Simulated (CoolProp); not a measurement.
Vapour-liquid equilibrium of ethanol (1) + p-xylene (2) at 0.248 MPa; x and y are mole fractions of (1).

Computed with CoolProp (multi-fluid Helmholtz-energy mixture model, Schroeder 2014 and Zhou 2012; pair parameters Bell 2016).

```
x     bubble temperature, mixture model (°C)  bubble temperature, Raoult's law (°C)  y, mixture model  y, Raoult's law
----  --------------------------------------  -------------------------------------  ----------------  ---------------
0.05                                   143.1                                  163.4             0.537            0.275
0.2                                    117.5                                  141.9                 ?            0.641
0.35                                       ?                                  129.3             0.828            0.793
0.5                                    110.4                                  120.6             0.847            0.876
0.65                                   108.5                                  113.9             0.871            0.929
0.8                                    106.2                                  108.7             0.912            0.966
0.95                                   103.7                                  104.3                 ?            0.993
```

**Question.** Some entries are withheld; supply them.

**Answer.** 
- 0.2, y, mixture model: 0.788
- 0.35, bubble temperature, mixture model (°C): 112.5
- 0.95, y, mixture model: 0.975

The largest gap from Raoult's law is -24.4 K in bubble temperature, at x = 0.2. No azeotrope shows between x = 0.05 and 0.95.

Pair parameters are fitted to limited data, so mixtures are less certain than the pure fluids. With so large a gap from Raoult's law the liquid may split in two, which this calculation doesn't test in full.
